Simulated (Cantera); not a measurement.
Charge: 1 mol NH3, 0.2 mol O2, 1 mol H2, at 2750 K and 49500 Torr.

Method: chemical equilibrium by Gibbs-energy minimisation in Cantera with the NASA 1993 tables (ideal gas, pure condensed phases). The ideal-gas law is rough above about 30 bar. Rates play no part.

```json
[
 {"species": "H2", "before": "0.694", "after": "0.667"},
 {"species": "N2", "before": "0.166", "after": "0.163"},
 {"species": "H2O", "before": "0.132", "after": "0.127"},
 {"species": "H", "before": "0.00701", "after": "0.0389"},
 {"species": "O", "before": "2.30e-6", "after": "0.000106"},
 {"species": "NO", "before": "1.44e-5", "after": "0.000189"},
 {"species": "OH", "before": "0.000360", "after": "0.00308"},
 {"species": "NH2", "before": "5.52e-6", "after": "2.15e-5"},
 {"species": "NH3", "before": "0.000128", "after": "8.11e-5"}
]
```
Gas species are given as mole fractions.

Task: Which change was made?
A) temperature from 2750 K to 2475 K
B) temperature from 2750 K to 3323 K
C) O2 from 0.2 to 0.11 mol
D) pressure from 49500 Torr to 10500 Torr

Result: B, temperature from 2750 K to 3323 K
